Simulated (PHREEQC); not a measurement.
1 kg of water holding 120 mmol/kgw KCl meets 20 L of dry gas (O2 1 by moles) at fixed total pressure, at 200 atm; fugacities by Peng-Robinson. The gases take part in no redox reaction, some water evaporates into the gas, and hydrates or a liquid gas phase aren't modelled. Nothing may precipitate in this run.

Computed with PHREEQC (ion-association model, phreeqc.dat).

```
T (°C)  dissolved O2 (mol/kgw)  φ of O2
------  ----------------------  -------
20                       0.184    0.868
30                       0.160        ?
40                       0.143        ?
50                       0.131        ?
60                       0.123        ?
70                       0.118        ?
80                       0.115        ?
90                       0.115    0.962
```

Task: Fill in the missing entries.

Result: 
- 30, φ of O2: 0.886
- 40, φ of O2: 0.902
- 50, φ of O2: 0.917
- 60, φ of O2: 0.930
- 70, φ of O2: 0.942
- 80, φ of O2: 0.952

Complexes and solids missing from the database can't appear. Constants without temperature data keep their 25 °C values here.
